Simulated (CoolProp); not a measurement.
Vapour-liquid equilibrium of acetone (1) + n-hexane (2) at 0.122 MPa; x and y are mole fractions of (1).

Values from CoolProp's multi-fluid Helmholtz-energy mixture model, Lemmon 2006 and Thol 2019; pair parameters Bell 2016.

Problem. Give the bubble temperature and the first vapour's composition at x = 0.125, 0.575, 0.8. Is there an azeotrope?

Solution. x = 0.125: 335.6 K, y = 0.379; x = 0.575: 328.6 K, y = 0.618; x = 0.8: 329.2 K, y = 0.712. y crosses x between x = 0.575 and 0.65: the model has an azeotrope there.

The pair parameters rest on a limited set of measurements; away from them the model extrapolates.
